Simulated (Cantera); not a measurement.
What does this Cantera script print?

```python
import numpy as np
import cantera as ct

gas = ct.Solution("h2o2.yaml")
gas.TPX = 525, 60000, {'H2': 1, 'O2': 0.625, 'N2': 2.35, 'H2O': 0.2}
flame = ct.FreeFlame(gas, width=0.057)
flame.set_refine_criteria(ratio=3, slope=0.08, curve=0.16)
flame.transport_model = "mixture-averaged"
flame.solve(loglevel=0, auto=True)
z, T = flame.grid, flame.T
thick = (T[-1] - T[0]) / np.gradient(T, z).max()
show = ['H2', 'O2', 'H2O', 'O', 'H2O2', 'OH']
print(f"laminar burning velocity  {flame.velocity[0] * 100:.3f} cm/s")
print(f"burnt temperature         {T[-1]:.1f} K")
print(f"thermal thickness         {thick * 1e3:.4f} mm")
print(f"grid points               {len(z)}")
z0 = z[flame.heat_release_rate.argmax()]
print(f"{'z/mm':>9s}{'T/K':>9s}{'u/(m/s)':>9s}" + "".join(f"{s:>11s}" for s in show))
rows = []
for k in (-3, -2, -1.5, -1, -0.5, -0.25, 0, 0.25, 0.5, 1, 2, 4, 8):
    zz = z0 + k * thick
    rows.append([k * thick, np.interp(zz, z, T), np.interp(zz, z, flame.velocity),
                 *(np.interp(zz, z, flame.X[gas.species_index(s)]) for s in show)])
    print(f"{rows[-1][0] * 1e3:9.3f}{rows[-1][1]:9.1f}{rows[-1][2]:9.3f}" + "".join(f"{x:11.3e}" for x in rows[-1][3:]))
```

Result:

```
laminar burning velocity  424.608 cm/s
burnt temperature         2217.7 K
thermal thickness         0.7946 mm
grid points               118
     z/mm      T/K  u/(m/s)         H2         O2        H2O          O       H2O2         OH
   -2.384    525.0    4.246  2.395e-01  1.497e-01  4.790e-02  2.284e-15  1.322e-15  4.785e-17
   -1.589    525.0    4.246  2.395e-01  1.497e-01  4.790e-02  5.455e-13  2.132e-13  1.142e-14
   -1.192    525.0    4.246  2.395e-01  1.497e-01  4.791e-02  2.466e-11  1.012e-11  5.164e-13
   -0.795    525.0    4.245  2.393e-01  1.497e-01  4.792e-02  2.797e-09  1.759e-09  6.994e-11
   -0.397    537.3    4.316  2.335e-01  1.505e-01  4.883e-02  3.386e-06  4.574e-06  1.873e-05
   -0.199    728.3    5.705  2.012e-01  1.469e-01  6.679e-02  1.804e-04  2.357e-05  6.832e-04
    0.000   1135.1    8.619  1.189e-01  1.157e-01  1.402e-01  3.773e-03  5.568e-06  2.552e-03
    0.199   1433.0   10.755  4.837e-02  6.755e-02  2.247e-01  9.995e-03  3.597e-06  7.940e-03
    0.397   1582.4   11.804  3.079e-02  5.157e-02  2.519e-01  1.134e-02  2.136e-06  1.134e-02
    0.795   1734.8   12.829  2.614e-02  4.576e-02  2.653e-01  9.911e-03  1.069e-06  1.368e-02
    1.589   1881.0   13.775  2.186e-02  4.198e-02  2.779e-01  7.442e-03  5.609e-07  1.466e-02
    3.178   2008.6   14.574  1.621e-02  3.875e-02  2.909e-01  4.940e-03  3.357e-07  1.410e-02
    6.357   2108.9   15.186  1.038e-02  3.634e-02  3.026e-01  2.883e-03  2.261e-07  1.214e-02
```

Cantera simulation using the H2/O2 subset of GRI-Mech 3.0, which has no nitrogen chemistry; the numbers are that mechanism's predictions, not measurements. Burning velocities carry a grid error of a few per cent, more on coarse grids.
